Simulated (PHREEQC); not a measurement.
A solution holds 7.8 mmol/kgw Al2(SO4)3, 4.3 mmol/kgw ZnCl2, 47 mmol/kgw H2SO4 and 4.2 mmol/kgw Na2SO4, at 25 °C. Closed to the air; pH follows from the charge balance.

All values are PHREEQC results (ion-association model, phreeqc.dat), not measurements.

Each row changes one thing in this solution. This is a speciation only: nothing precipitates in the calculation.

| case | pH | ionic strength (mol/kgw) | HSO4- (mol/kgw) | SO4-2 (mol/kgw) | AlSO4+ (mol/kgw) | Zn+2 (mol/kgw) | SI of Halite (NaCl) | SI of Gibbsite (Al(OH)3) |
|---|---|---|---|---|---|---|---|---|
| as made | 1.34 | 0.116 | 0.0382 | 0.0188 | 0.0109 | 0.00263 | -5.96 | -7.49 |
| H2SO4 left out | 4.05 | 0.0543 | 5.21e-5 | 0.0110 | 0.0112 | 0.00273 | -5.90 | +0.82 |
| diluted 2-fold with water | 1.59 | 0.0642 | 0.0165 | 0.0124 | 0.00560 | 0.00135 | -6.51 | -6.91 |
| Al2(SO4)3 from 0.0078 to 0.00858 mol/kgw | 1.34 | 0.119 | 0.0385 | 0.0192 | 0.0119 | 0.00262 | -5.96 | -7.45 |
| H2SO4 replaced by CdSO4 at the same molality | 4.21 | 0.134 | 7.00e-5 | 0.0268 | 0.0106 | 0.00231 | -6.20 | +0.98 |
| temperature from 25 to 90 °C | 1.49 | 0.0993 | 0.0536 | 0.00714 | 0.0106 | 0.00317 | (withheld) | -3.92 |
| temperature from 25 to 20 °C | 1.33 | 0.118 | 0.0370 | 0.0198 | 0.0108 | 0.00260 | -5.95 | -7.81 |
| temperature from 25 to 60 °C | 1.42 | 0.104 | 0.0467 | 0.0118 | 0.0111 | (withheld) | -5.99 | -5.47 |

### Question
What belongs in the gaps?

### Answer

- temperature from 25 to 90 °C, SI of Halite (NaCl): -6.03
- temperature from 25 to 60 °C, Zn+2 (mol/kgw): 0.00291

Some of these states are supersaturated (in Gibbsite (slow to form), for instance). Constants without temperature data keep their 25 °C values here.
